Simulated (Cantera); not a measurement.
Cantera run, input and output.

```python
import numpy as np
import cantera as ct

gas = ct.Solution("gri30.yaml")
gas.TPX = 348, 600000, {'CH4': 1, 'H2': 0.28, 'O2': 1.78, 'N2': 6.71}
flame = ct.FreeFlame(gas, width=0.011)
flame.set_refine_criteria(ratio=3, slope=0.08, curve=0.16)
flame.transport_model = "mixture-averaged"
flame.solve(loglevel=0, auto=True)
z, T = flame.grid, flame.T
thick = (T[-1] - T[0]) / np.gradient(T, z).max()
show = ['CH4', 'H2', 'O2', 'NO2', 'CH2O', 'N2O']
print(f"laminar burning velocity  {flame.velocity[0] * 100:.3f} cm/s")
print(f"burnt temperature         {T[-1]:.1f} K")
print(f"thermal thickness         {thick * 1e3:.4f} mm")
print(f"grid points               {len(z)}")
z0 = z[flame.heat_release_rate.argmax()]
print(f"{'z/mm':>9s}{'T/K':>9s}{'u/(m/s)':>9s}" + "".join(f"{s:>11s}" for s in show))
rows = []
for k in (-3, -2, -1.5, -1, -0.5, -0.25, 0, 0.25, 0.5, 1, 2, 4, 8):
    zz = z0 + k * thick
    rows.append([k * thick, np.interp(zz, z, T), np.interp(zz, z, flame.velocity),
                 *(np.interp(zz, z, flame.X[gas.species_index(s)]) for s in show)])
    print(f"{rows[-1][0] * 1e3:9.3f}{rows[-1][1]:9.1f}{rows[-1][2]:9.3f}" + "".join(f"{x:11.3e}" for x in rows[-1][3:]))
```

Result:

```
laminar burning velocity  21.465 cm/s
burnt temperature         2189.9 K
thermal thickness         0.1395 mm
grid points               135
     z/mm      T/K  u/(m/s)        CH4         H2         O2        NO2       CH2O        N2O
   -0.418    348.8    0.215  1.023e-01  2.882e-02  1.821e-01  2.113e-09  1.408e-07  3.529e-12
   -0.279    353.9    0.218  1.020e-01  2.910e-02  1.819e-01  2.280e-08  1.730e-06  4.398e-11
   -0.209    377.3    0.233  1.006e-01  2.948e-02  1.805e-01  1.646e-07  1.461e-05  3.796e-10
   -0.139    525.5    0.326  9.224e-02  3.020e-02  1.704e-01  1.489e-06  1.767e-04  4.888e-09
   -0.070   1085.0    0.682  5.898e-02  3.127e-02  1.209e-01  3.138e-06  1.155e-03  4.201e-08
   -0.035   1527.7    0.968  3.069e-02  3.186e-02  7.459e-02  7.151e-07  1.118e-03  8.741e-08
    0.000   1918.6    1.221  6.839e-03  3.107e-02  2.831e-02  4.351e-08  3.471e-04  1.188e-07
    0.035   2077.9    1.320  5.543e-04  2.866e-02  6.920e-03  1.099e-08  5.695e-05  9.718e-08
    0.070   2119.7    1.343  3.810e-05  2.799e-02  1.865e-03  8.437e-09  5.121e-06  7.577e-08
    0.139   2149.6    1.359  5.483e-07  2.834e-02  4.303e-04  6.554e-09  7.427e-08  5.159e-08
    0.279   2171.4    1.371  4.623e-09  2.856e-02  1.348e-04  4.527e-09  3.503e-09  3.135e-08
    0.558   2183.8    1.378  8.339e-11  2.859e-02  3.963e-05  2.955e-09  3.003e-09  1.799e-08
    1.116   2188.6    1.381  5.067e-12  2.860e-02  1.451e-05  2.151e-09  2.963e-09  1.179e-08
```

Computed with Cantera and GRI-Mech 3.0 (53 species, 325 reactions). Burning velocities carry a grid error of a few per cent, more on coarse grids.
